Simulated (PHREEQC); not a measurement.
1 kg of water holding 7.6 mmol/kgw NaCl and 180 mmol/kgw Na2SO4 is evaporated at 60 °C; the solids stay in contact with the brine. CO2 from the air is kept out. Only these solids could form: Halite, Mirabilite, Thenardite.

Computed with PHREEQC (Pitzer model, pitzer.dat).

```
water left (kg)  ionic strength  water activity  Thenardite (mol)  Cl in solution (mol/kgw)  Na in solution (mol/kgw)  S in solution (mol/kgw)
---------------  --------------  --------------  ----------------  ------------------------  ------------------------  -----------------------
1                         0.548           0.992                 0                   0.00760                     0.368                    0.180
0.8219                    0.666           0.991                 0                   0.00925                     0.447                    0.219
0.5552                    0.986           0.987                 0                    0.0137                     0.662                    0.324
0.4563                     1.20           0.984                 0                    0.0167                     0.806                    0.394
0.375                      1.46           0.981                 0                    0.0203                     0.980                    0.480
0.3082                     1.78           0.978                 0                    0.0247                      1.19                    0.584
0.2082                     2.63           0.968                 0                    0.0365                      1.77                    0.864
0.1711                     3.20           0.961                 0                    0.0444                      2.15                     1.05
0.1407                     3.89           0.953                 0                    0.0540                      2.61                     1.28
0.09502                    5.76           0.931                 0                    0.0800                      3.87                     1.89
0.07809                    7.01           0.917                 0                    0.0973                      4.71                     2.31
0.06418                    8.53           0.899                 0                     0.118                      5.73                     2.80
0.05275                    9.19           0.891            0.0209                     0.144                      6.17                     3.02
0.03564                    9.10           0.890            0.0744                     0.213                      6.14                     2.96
0.0293                     9.04           0.889            0.0942                     0.259                      6.11                     2.93
0.02407                    8.97           0.888             0.111                     0.316                      6.09                     2.89
0.01627                    8.79           0.886             0.135                     0.467                      6.01                     2.77
0.01337                    8.67           0.884             0.144                     0.568                      5.97                     2.70
0.01099                    8.53           0.882             0.151                     0.691                      5.91                     2.61
0.00903                    8.36           0.879             0.157                     0.842                      5.86                     2.51
0.006093                   7.96           0.872             0.166                      1.25                      5.72                     2.24
0.005012                   7.72           0.867             0.170                      1.52                      5.65                     2.07
```

Thenardite from water left = 0.05275 kg.

Away from 25 °C the constants follow the database's enthalpies or fits; those with neither stay at their 25 °C values.
